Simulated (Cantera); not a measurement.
Input: 1 mol Ca(OH)2, 0.18 mol CO2, at 390000 Pa.

Method: chemical equilibrium by Gibbs-energy minimisation in Cantera with the NASA 1993 tables (ideal gas, pure condensed phases). Candidate condensed phases: C, C6H6, C7H8, C8H18, Ca, CaCO3, CaO, Ca(OH)2, H2O; 115 gas species. Mutual solubility and eutectic melting of coexisting phases are not modelled. Rates play no part.

x: gas mole fraction; n: condensed amount in mol.

```json
[
 {"T (°C)": "700", "x H2O": "0.992", "x CO2": "0.00796", "x H2": "9.07e-8", "x O2": "4.48e-8", "x CO": "4.52e-10", "x OH": "3.22e-9", "x Ca(OH)2": "5.56e-12", "n CaCO3(calcite)": "0.172", "n CaO(s)": "0.828"},
 {"T (°C)": "800", "x H2O": "0.943", "x CO2": "0.0566", "x H2": "5.82e-7", "x O2": "2.99e-7", "x CO": "3.22e-8", "x OH": "3.28e-8", "x Ca(OH)2": "1.12e-10", "n CaCO3(calcite)": "0.120", "n CaO(s)": "0.880"},
 {"T (°C)": "900", "x H2O": "0.847", "x CO2": "0.153", "x H2": "[?]", "x O2": "[?]", "x CO": "[?]", "x OH": "[?]", "x Ca(OH)2": "[?]", "n CaCO3(calcite)": "0", "n CaO(s)": "1.00"},
 {"T (°C)": "1000", "x H2O": "0.847", "x CO2": "0.153", "x H2": "9.45e-6", "x O2": "5.84e-6", "x CO": "2.81e-6", "x OH": "1.15e-6", "x Ca(OH)2": "1.06e-8", "n CaCO3(calcite)": "0", "n CaO(s)": "1.00"},
 {"T (°C)": "1100", "x H2O": "0.847", "x CO2": "0.153", "x H2": "[?]", "x O2": "[?]", "x CO": "[?]", "x OH": "[?]", "x Ca(OH)2": "[?]", "n CaCO3(calcite)": "0", "n CaO(s)": "1.00"},
 {"T (°C)": "1200", "x H2O": "0.847", "x CO2": "0.152", "x H2": "7.78e-5", "x O2": "5.22e-5", "x CO": "3.46e-5", "x OH": "1.60e-5", "x Ca(OH)2": "3.13e-7", "n CaCO3(calcite)": "0", "n CaO(s)": "1.00"},
 {"T (°C)": "1300", "x H2O": "0.847", "x CO2": "0.152", "x H2": "0.000183", "x O2": "0.000127", "x CO": "9.51e-5", "x OH": "4.66e-5", "x Ca(OH)2": "1.22e-6", "n CaCO3(calcite)": "0", "n CaO(s)": "1.000"},
 {"T (°C)": "1400", "x H2O": "0.847", "x CO2": "0.152", "x H2": "0.000387", "x O2": "0.000279", "x CO": "0.000230", "x OH": "0.000119", "x Ca(OH)2": "4.05e-6", "n CaCO3(calcite)": "0", "n CaO(s)": "1.000"},
 {"T (°C)": "1500", "x H2O": "0.846", "x CO2": "0.152", "x H2": "0.000755", "x O2": "0.000561", "x CO": "0.000503", "x OH": "0.000275", "x Ca(OH)2": "1.17e-5", "n CaCO3(calcite)": "0", "n CaO(s)": "1.000"}
]
```

Problem. Complete the blanks.

Solution. 
- 900, x H2: 2.52e-6
- 900, x O2: 1.49e-6
- 900, x CO: 5.76e-7
- 900, x OH: 2.20e-7
- 900, x Ca(OH)2: 1.27e-9
- 1100, x H2: 2.93e-5
- 1100, x O2: 1.89e-5
- 1100, x CO: 1.08e-5
- 1100, x OH: 4.72e-6
- 1100, x Ca(OH)2: 6.54e-8
